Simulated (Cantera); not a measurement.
Input: 1 mol PbF₂, 1.4 mol N₂, equilibrated at 1000 K.

These are equilibrium values from Cantera (NASA tables, ideal gas, pure condensed phases), not measurements of a reactor. Candidate condensed phases: Pb, PbF₂; 12 gas species. Rates play no part.

Task: Which condensed phases are stable at each of these points (P (Pa)): 0.100, 1.60, 25, 400, 6300, 100000?

Result: 
```json
[
 {"P (Pa)": "0.100", "condensed phases": "gas only", "Pb condensed (%)": "0.0"},
 {"P (Pa)": "1.60", "condensed phases": "gas only", "Pb condensed (%)": "0.0"},
 {"P (Pa)": "25", "condensed phases": "Pb(l)", "Pb condensed (%)": "21.7"},
 {"P (Pa)": "400", "condensed phases": "Pb(l) + PbF₂(s)", "Pb condensed (%)": "88.6"},
 {"P (Pa)": "6300", "condensed phases": "Pb(l) + PbF₂(s)", "Pb condensed (%)": "99.3"},
 {"P (Pa)": "100000", "condensed phases": "Pb(l) + PbF₂(s)", "Pb condensed (%)": "100.0"}
]
```

From 0.100 Pa to 1.60 Pa nothing is condensed. At 25.0 Pa the condensed part is Pb(l). From 4.00 mbar to 1.00 bar the condensed part is Pb(l) + PbF₂(s).
